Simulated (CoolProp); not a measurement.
Vapour-liquid equilibrium of fluoroethane (R161) (1) + R227EA (2) at 0.277 MPa; x and y are mole fractions of (1).

The numbers come from the multi-fluid Helmholtz-energy mixture model, Wu 2012 and Lemmon 2016; pair parameters Bell 2016 in CoolProp.

Problem. Give the bubble temperature and the first vapour's composition at x = 0.05, 0.35, 0.85. Is there an azeotrope?

Solution. x = 0.05: 9.6 °C, y = 0.057; x = 0.35: 4.2 °C, y = 0.501; x = 0.85: -9.8 °C, y = 0.945. No azeotrope shows between x = 0.05 and 0.95.

Pair parameters are fitted to limited data, so mixtures are less certain than the pure fluids.
